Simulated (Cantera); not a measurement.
A freely propagating, adiabatic, planar premixed flame of CO : H2 : O2 : N2 = 1 : 0.2 : 0.811 : 3.05 (molar parts), equivalence ratio 0.74, unburnt at 400 K and 2.37 atm; mixture-averaged transport, grid criteria slope 0.08 and curve 0.16, no radiation.

Model: GRI-Mech 3.0 (53 species, 325 reactions), integrated in Cantera. The hydrogen kinetics of GRI-Mech 3.0 are dated; newer H2 mechanisms differ, most at raised pressure. Burning velocities carry a grid error of a few per cent, more on coarse grids.

x: mole fraction of selected species; z is measured from the peak of heat release.

```json
[
 {"z (mm)": "-0.815", "T (K)": "400", "u (m/s)": "0.537", "x CO": "0.198", "x H2": "0.0393", "x O2": "0.160", "x H2O": "1.82e-7", "x O": "<1e-8", "x NO": "<1e-8"},
 {"z (mm)": "-0.544", "T (K)": "400", "u (m/s)": "0.537", "x CO": "0.198", "x H2": "0.0386", "x O2": "0.160", "x H2O": "4.59e-6", "x O": "<1e-8", "x NO": "<1e-8"},
 {"z (mm)": "-0.408", "T (K)": "401", "u (m/s)": "0.537", "x CO": "0.198", "x H2": "0.0374", "x O2": "0.161", "x H2O": "2.24e-5", "x O": "<1e-8", "x NO": "<1e-8"},
 {"z (mm)": "-0.272", "T (K)": "406", "u (m/s)": "0.542", "x CO": "0.199", "x H2": "0.0339", "x O2": "0.161", "x H2O": "0.000233", "x O": "<1e-8", "x NO": "<1e-8"},
 {"z (mm)": "-0.136", "T (K)": "521", "u (m/s)": "0.689", "x CO": "0.195", "x H2": "0.0233", "x O2": "0.159", "x H2O": "0.00458", "x O": "1.59e-6", "x NO": "1.36e-7"},
 {"z (mm)": "-0.0679", "T (K)": "865", "u (m/s)": "1.13", "x CO": "0.172", "x H2": "0.0143", "x O2": "0.144", "x H2O": "0.0161", "x O": "0.000222", "x NO": "1.60e-6"},
 {"z (mm)": "0", "T (K)": "1292", "u (m/s)": "1.65", "x CO": "0.129", "x H2": "0.00581", "x O2": "0.114", "x H2O": "0.0298", "x O": "0.00326", "x NO": "5.35e-6"},
 {"z (mm)": "0.0679", "T (K)": "1573", "u (m/s)": "1.97", "x CO": "0.0873", "x H2": "0.00221", "x O2": "0.0884", "x H2O": "0.0346", "x O": "0.00701", "x NO": "1.16e-5"},
 {"z (mm)": "0.136", "T (K)": "1736", "u (m/s)": "2.14", "x CO": "0.0616", "x H2": "0.00172", "x O2": "0.0750", "x H2O": "0.0347", "x O": "0.00773", "x NO": "1.83e-5"},
 {"z (mm)": "0.272", "T (K)": "1904", "u (m/s)": "2.32", "x CO": "(withheld)", "x H2": "(withheld)", "x O2": "(withheld)", "x H2O": "0.0356", "x O": "(withheld)", "x NO": "(withheld)"},
 {"z (mm)": "0.544", "T (K)": "2039", "u (m/s)": "2.46", "x CO": "(withheld)", "x H2": "(withheld)", "x O2": "0.0593", "x H2O": "0.0380", "x O": "(withheld)", "x NO": "(withheld)"},
 {"z (mm)": "1.09", "T (K)": "2135", "u (m/s)": "2.56", "x CO": "0.0178", "x H2": "0.000643", "x O2": "0.0552", "x H2O": "0.0397", "x O": "0.00206", "x NO": "6.88e-5"},
 {"z (mm)": "2.17", "T (K)": "2198", "u (m/s)": "2.62", "x CO": "0.0106", "x H2": "0.000370", "x O2": "0.0522", "x H2O": "0.0409", "x O": "0.00110", "x NO": "0.000105"}
]
```

Q: Fill in the missing entries.

A: 
- 0.272, x CO: 0.0406
- 0.272, x H2: 0.00152
- 0.272, x O2: 0.0650
- 0.272, x O: 0.00625
- 0.272, x NO: 2.93e-5
- 0.544, x CO: 0.0277
- 0.544, x H2: 0.00106
- 0.544, x O: 0.00377
- 0.544, x NO: 4.49e-5
